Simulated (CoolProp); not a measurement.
The fluid at 293.5 K and 0.0226 MPa flows at 1 m/s in a round tube of 2 mm bore and 0.25 µm roughness, fully developed (64/Re and Nu = 3.66 if laminar; Colebrook and Gnielinski if turbulent). The same conditions are run with several fluids, on thermodynamics alone (safety and materials aside).

Values from CoolProp's reference Helmholtz-energy equation of state of each fluid (n-pentane: Thol 2019; R13: Platzer 1990; R410A: Lemmon 2003; C3F8 (R218): Lemmon 2006; sulfur hexafluoride: Guder 2009). The equations of Platzer and Polt are older, rougher fits. Blends and air are pseudo-pure fits.

Q: Rank n-pentane, R13, R410A, C3F8 (R218), sulfur hexafluoride by Reynolds number, highest first.

A: C3F8 (R218) (285), n-pentane (204), sulfur hexafluoride (181), R13 (137), R410A (107)

| fluid | Darcy friction factor | pressure drop (Pa/m) | heat-transfer coefficient (W/(m² K)) | mass flow (kg/h) |
|---|---|---|---|---|
| n-pentane | 0.314 | 53.1 | 25.6 | 0.00764 |
| R13 | 0.467 | 113 | 22.0 | 0.0110 |
| R410A | 0.600 | 101 | 23.6 | 0.00763 |
| C3F8 (R218) | 0.224 | 98.1 | 22.2 | 0.0198 |
| sulfur hexafluoride | 0.354 | 120 | 23.1 | 0.0153 |

Transport values come from each fluid's own correlations; those of n-pentane, R13, C3F8 (R218) are estimates that may be off by 10 % or more.
